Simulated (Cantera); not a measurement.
Feed: 1 mol BF3, 7.4 mol O2, 11 mol H2, equilibrated at 652 °C.

Equilibrium computed with Cantera from the NASA thermochemical tables; the gas is ideal and each condensed phase is pure. Candidate condensed phases: B, B2O3, B3O3H3, H2O; 43 gas species. Gases not in the tables: H3BO3. Rates play no part.

Question: Which condensed phases are stable at each of these points (P (Pa)): 10, 28, 77, 220, 600, 1700, 4600, 13000, 36000, 100000?

Answer: 
```json
[
 {"P (Pa)": "10", "condensed phases": "B2O3(l)", "B condensed (%)": "91.6"},
 {"P (Pa)": "28", "condensed phases": "B2O3(l)", "B condensed (%)": "88.3"},
 {"P (Pa)": "77", "condensed phases": "B2O3(l)", "B condensed (%)": "83.2"},
 {"P (Pa)": "220", "condensed phases": "B2O3(l)", "B condensed (%)": "75.8"},
 {"P (Pa)": "600", "condensed phases": "B2O3(l)", "B condensed (%)": "66.3"},
 {"P (Pa)": "1700", "condensed phases": "B2O3(l)", "B condensed (%)": "53.4"},
 {"P (Pa)": "4600", "condensed phases": "B2O3(l)", "B condensed (%)": "37.0"},
 {"P (Pa)": "13000", "condensed phases": "B2O3(l)", "B condensed (%)": "13.5"},
 {"P (Pa)": "36000", "condensed phases": "gas only", "B condensed (%)": "0.0"},
 {"P (Pa)": "100000", "condensed phases": "gas only", "B condensed (%)": "0.0"}
]
```

From 0.000100 bar to 0.130 bar the condensed part is B2O3(l). From 0.360 bar to 1.00 bar nothing is condensed.
